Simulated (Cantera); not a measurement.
A diamond (100) surface in a fixed gas of H2 with x(CH4) = 0.0036, x(H) = 0.0019, at 950 K, 75.0 Torr; coverages are run to steady state.

Cantera simulation using the Harris–Goodwin 1993 mechanism for the reconstructed diamond (100) surface; the numbers are that mechanism's predictions, not measurements.

One state of this run: growth (µm/h) = 4.97; θ c6HH = 0.609; θ c6H* = 0.0133; θ c6*H = 0.316; θ c6** = 0.00609; θ c6HM = 0.0425. θ: site fractions in the mechanism's names (c6HH fully hydrogenated, c6H* and c6*H radical sites, c6** diradical, c6HM methylated).

**Question.** Which value of x(CH3) does it belong to?
A) 0.00063
B) 5e-06
C) 0.00013
D) 0.00028

**Answer.** C, 0.00013
